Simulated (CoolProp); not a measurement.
Vapour-liquid equilibrium of R227EA (1) + isobutane (2) at 0.445 MPa; x and y are mole fractions of (1).

Computed with CoolProp (multi-fluid Helmholtz-energy mixture model, Lemmon 2016 and Bücker 2006; pair parameters Bell 2016).

```csv
x,bubble temperature (K),y at the bubble point,dew temperature at overall composition x (K),liquid density (mol/L)
0.05,301.1,0.165,304.9,9.282
0.15,295.1,0.343,301.6,9.180
0.25,292.4,0.431,298.3,9.033
0.35,291.0,0.485,294.9,8.881
0.45,290.4,0.525,291.9,8.741
0.55,290.1,0.564,290.2,8.621
0.65,290.2,0.609,290.6,8.518
0.75,290.9,0.669,292.2,8.429
0.85,292.3,0.757,294.2,8.342
0.95,295.2,0.898,296.4,8.241
```

y crosses x between x = 0.55 and 0.65: the model has an azeotrope there.

Pair parameters are fitted to limited data, so mixtures are less certain than the pure fluids.
